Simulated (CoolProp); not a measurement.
Vapour-liquid equilibrium of n-hexane (1) + cyclohexane (2) at 334.8 K; x and y are mole fractions of (1).

Model: multi-fluid Helmholtz-energy mixture model, Thol 2019 and Zhou 2014; pair parameters Bell 2016, in CoolProp.

```csv
x,"bubble pressure, mixture model (MPa)","bubble pressure, Raoult's law (MPa)","y, mixture model","y, Raoult's law"
0.05,0.05669,0.05626,0.078,0.072
0.125,0.05912,0.05819,0.183,0.173
0.2,0.06141,0.06012,0.278,0.269
0.275,0.06356,0.06205,0.364,0.358
0.35,0.06561,0.06398,0.444,0.442
0.425,0.06756,0.06591,0.519,0.520
0.5,0.06944,0.06784,0.590,0.595
0.575,0.07125,0.06977,0.657,0.665
0.65,0.07301,0.07170,0.722,0.732
0.725,0.07472,0.07363,0.785,0.795
0.8,0.07639,0.07556,0.845,0.855
0.875,0.07803,0.07750,0.904,0.911
0.95,0.07965,0.07943,0.962,0.965
```

The largest gap from Raoult's law is +2.5 % in bubble pressure, at x = 0.35. No azeotrope shows between x = 0.05 and 0.95.

Pair parameters are fitted to limited data, so mixtures are less certain than the pure fluids.
